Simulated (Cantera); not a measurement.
# Premixed flame

A freely propagating, adiabatic, planar premixed flame of CH4 : C2H6 : O2 : N2 : CO2 = 1 : 0.79 : 5.24 : 13.6 : 0.59 (molar parts), unburnt at 425 K and 6450 Torr; mixture-averaged transport, grid criteria slope 0.08 and curve 0.16, no radiation.

Detailed kinetics in Cantera: GRI-Mech 3.0 (53 species, 325 reactions). Burning velocities carry a grid error of a few per cent, more on coarse grids.

| z (mm) | T (K) | u (m/s) | x CH4 | x C2H6 | x O2 | x NO | x H2O | x C2H |
|---|---|---|---|---|---|---|---|---|
| -0.146 | 425 | 0.586 | 0.0471 | 0.0372 | 0.247 | <1e-8 | 5.09e-5 | <1e-8 |
| -0.0970 | 427 | 0.589 | 0.0470 | 0.0372 | 0.246 | <1e-8 | 0.000418 | <1e-8 |
| -0.0728 | 436 | 0.603 | 0.0466 | 0.0370 | 0.245 | <1e-8 | 0.00204 | <1e-8 |
| -0.0485 | 514 | 0.716 | 0.0442 | 0.0360 | 0.238 | 1.05e-7 | 0.0133 | <1e-8 |
| -0.0243 | 993 | 1.41 | 0.0314 | 0.0250 | 0.190 | 2.61e-6 | 0.0681 | <1e-8 |
| -0.0121 | 1479 | 2.14 | 0.0183 | 0.00968 | 0.138 | 8.63e-6 | 0.117 | 2.33e-8 |
| 0 | 1936 | 2.83 | 0.00477 | 0.000431 | 0.0831 | 1.75e-5 | 0.160 | 1.37e-6 |
| 0.0121 | 2150 | 3.13 | 0.000335 | 6.74e-7 | 0.0538 | 2.92e-5 | 0.177 | 7.71e-7 |
| 0.0243 | 2244 | 3.24 | 1.19e-5 | <1e-8 | 0.0431 | 3.97e-5 | 0.181 | 3.32e-8 |
| 0.0485 | 2350 | 3.37 | 2.65e-8 | <1e-8 | 0.0358 | 5.68e-5 | 0.185 | <1e-8 |
| 0.0970 | 2446 | 3.49 | <1e-8 | <1e-8 | 0.0307 | 8.65e-5 | 0.190 | <1e-8 |
| 0.194 | 2504 | 3.56 | <1e-8 | <1e-8 | 0.0277 | 0.000139 | 0.193 | <1e-8 |
| 0.388 | 2522 | 3.58 | <1e-8 | <1e-8 | 0.0266 | 0.000236 | 0.194 | <1e-8 |
x: mole fraction of selected species; z is measured from the peak of heat release.

```yaml
laminar_burning_velocity: 58.5 cm/s
thermal_thickness: 0.0485 mm
peak x(C2H): 1.84e-6
grid_points: 159
```
